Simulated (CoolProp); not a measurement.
Properties of C3F8 (R218) along the isobar 606 kPa (Tc = 345.0 K, pc = 2640 kPa, ω = 0.317).

Computed with CoolProp (reference Helmholtz-energy equation of state, Lemmon 2006). It is a short technical equation, of lower accuracy than the large ones.

```tsv
T (K)	phase	cv (kJ/(kg K))	Joule-Thomson coefficient (K/MPa)	expansivity (1/kK)
191.3	liquid	0.6042	-0.3961	1.968
207.2	liquid	0.6339	-0.3611	2.083
223.1	liquid	0.6626	-0.3180	2.240
239	liquid	0.6907	-0.2629	2.457
254.9	liquid	0.7185	-0.1889	2.762
270.8	liquid	0.7463	-0.08234	3.218
286.7	gas	0.7762	20.01	7.112
302.5	gas	0.7824	15.16	5.608
318.4	gas	0.7963	12.07	4.747
334.3	gas	0.8132	9.950	4.178
350.2	gas	0.8314	8.402	3.767
366.1	gas	0.8500	7.225	3.451
382	gas	0.8683	6.304	3.198
397.9	gas	0.8863	5.565	2.990
```
